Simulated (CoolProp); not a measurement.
The fluid at 298.15 K and 0.159 MPa is throttled through a valve to 0.0981 MPa with no heat exchange. The same conditions are run with several fluids, on thermodynamics alone (safety and materials aside).

Model: reference Helmholtz-energy equation of state of each fluid (R22: Kamei 1995; R152A: Outcalt 1996; dimethyl ether: Wu 2011; R1132(E): Akasaka 2024; R125: Lemmon 2005), in CoolProp.

Q: Rank R22, R152A, dimethyl ether, R1132(E), R125 by temperature change (K), highest first.

A: R125 (-0.9), R1132(E) (-1.0), R22 (-1.3), dimethyl ether (-1.5), R152A (-1.7)

```tsv
fluid	final density (kg/m³)
R22	3.49
R152A	2.69
dimethyl ether	1.87
R1132(E)	2.57
R125	4.84
```
